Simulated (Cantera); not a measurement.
An adiabatic, constant-volume homogeneous reactor starts with CH₄ : O₂ : N₂ : CO₂ = 1 : 4.44 : 16.7 : 5.6 (molar parts), equivalence ratio 0.45, at 1748 K and 0.340 bar. Integrator tolerance rtol = 1e-08.

Cantera simulation using GRI-Mech 3.0 (53 species, 325 reactions); the numbers are that mechanism's predictions, not measurements.

Question: What does this change do: pressure from 0.340 bar to 2.20 bar?

Answer: 
| quantity | before | after |
|---|---|---|
| time of steepest temperature rise | 0.479 ms | 88.7 µs |
| temperature at 3.00 s | 2355 K | 2426 K |
| equilibrium temperature | 2355 K | 2426 K |
| x(CH₄) at 3.00 s | <1e-12 (gas-phase equilibrium <1e-12) | <1e-12 (gas-phase equilibrium <1e-12) |
| x(O₂) at 3.00 s | 0.0880 (gas-phase equilibrium 0.0880) | 0.0852 (gas-phase equilibrium 0.0852) |
| x(CO₂) at 3.00 s | 0.217 (gas-phase equilibrium 0.217) | 0.225 (gas-phase equilibrium 0.225) |
| x(HCO) at 3.00 s | 8.43e-10 (gas-phase equilibrium 8.43e-10) | 1.29e-9 (gas-phase equilibrium 1.29e-9) |
| x(CH₃) at 3.00 s | <1e-12 (gas-phase equilibrium <1e-12) | <1e-12 (gas-phase equilibrium <1e-12) |
| x(H) at 3.00 s | 0.000579 (gas-phase equilibrium 0.000579) | 0.000242 (gas-phase equilibrium 0.000242) |
| x(NO) at 3.00 s | 0.00986 (gas-phase equilibrium 0.00986) | 0.0111 (gas-phase equilibrium 0.0111) |

Question: What does this change do: O2 4.44 to 2.3 parts?

Answer: 
| quantity | before | after |
|---|---|---|
| time of steepest temperature rise | 0.479 ms | 0.778 ms |
| temperature at 3.00 s | 2355 K | 2337 K |
| equilibrium temperature | 2355 K | 2337 K |
| x(CH₄) at 3.00 s | <1e-12 (gas-phase equilibrium <1e-12) | <1e-12 (gas-phase equilibrium <1e-12) |
| x(O₂) at 3.00 s | 0.0880 (gas-phase equilibrium 0.0880) | 0.0236 (gas-phase equilibrium 0.0236) |
| x(CO₂) at 3.00 s | 0.217 (gas-phase equilibrium 0.217) | 0.222 (gas-phase equilibrium 0.222) |
| x(HCO) at 3.00 s | 8.43e-10 (gas-phase equilibrium 8.43e-10) | 1.93e-9 (gas-phase equilibrium 1.93e-9) |
| x(CH₃) at 3.00 s | <1e-12 (gas-phase equilibrium <1e-12) | <1e-12 (gas-phase equilibrium <1e-12) |
| x(H) at 3.00 s | 0.000579 (gas-phase equilibrium 0.000579) | 0.000729 (gas-phase equilibrium 0.000729) |
| x(NO) at 3.00 s | 0.00986 (gas-phase equilibrium 0.00986) | 0.00513 (gas-phase equilibrium 0.00513) |
